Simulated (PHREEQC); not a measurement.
Solution (20 °C): 26 mmol/kgw KHSO4, 0.077 mmol/kgw LiCl and 0.074 mmol/kgw (NH4)2SiF6. Closed to the air; pH follows from the charge balance.

All values are PHREEQC results (ion-association model, wateq4f.dat), not measurements.

pH: 1.87
ionic strength: 0.0562 mol/kgw
total alkalinity: -26.3 meq/kg

```csv
species,molality,activity,log γ
K+,0.0249,0.0201,-0.093
H+,0.0160,0.0136,-0.071
SO4-2,0.0151,0.00676,-0.348
HSO4-,0.00987,0.00804,-0.089
KSO4-,0.00106,0.000874,-0.084
HF,0.000415,0.000420,0.006
```

This is a speciation only: nothing precipitates in the calculation. SiF6-2 is the database's only silicon fluoride.
